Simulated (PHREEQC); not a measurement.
Dissolve 0.2 mol HCl, 0.14 mol FeSO4 and 0.034 mol MnSO4 per kg of water at 25 °C and 300 atm. Closed to the air; pH follows from the charge balance.

The numbers come from PHREEQC with the ion-association model, phreeqc.dat.

This is a speciation only: nothing precipitates in the calculation.

Problem. Order these Mn species by the share of Mn that they hold, largest first: Mn+2, MnSO4, MnCl2, MnCl+.

Solution. Mn+2 (67 %), MnSO4 (19 %), MnCl+ (13 %), MnCl2 (0.19 %)

The pH is 1.10 and the ionic strength 0.507 mol/kgw. Species that the database lacks are ignored. Under pressure, the constants of complexes without a molar volume in the database are unreliable.
